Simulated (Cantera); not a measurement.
Input: 1 mol CS2, 0.55 mol O2, 4.8 mol H2O, at 3075 °C and 10.0 mbar.

Equilibrium computed with Cantera from the NASA thermochemical tables; the gas is ideal and each condensed phase is pure. Candidate condensed phases: C, C6H6, C7H8, C8H18, H2O, H2SO4, S; 123 gas species. Equilibrium is a limit: real reactors are often held back by kinetics, nucleation or transport.

Base state: H 0.531, O 0.251, S 0.101, CO 0.0601, SO 0.0183, H2 0.0166, OH 0.0133, O2 0.00576 (mole fractions); condensed: gas only.

Question: What changes in the equilibrium state with this change: temperature from 3075 °C to 1002 °C?

Answer: 
```csv
species,before,after
H2O,0.000986,0.559
CO2,0.000443,0.112
S2,0.000255,0.110
H,0.531,2.41e-6
O,0.251,<1e-9
OH,0.0133,1.47e-7
H2S,1.76e-6,0.0464
S,0.101,6.28e-6
SO2,0.000633,0.0276
SO,0.0183,0.000467
H2,0.0166,0.107
CO,0.0601,0.0357
O2,0.00576,<1e-9
COS,2.84e-7,0.000498
S2O,6.42e-7,0.000530
SH,0.000865,0.000614
```
Gases not in the tables: S3 to S7.
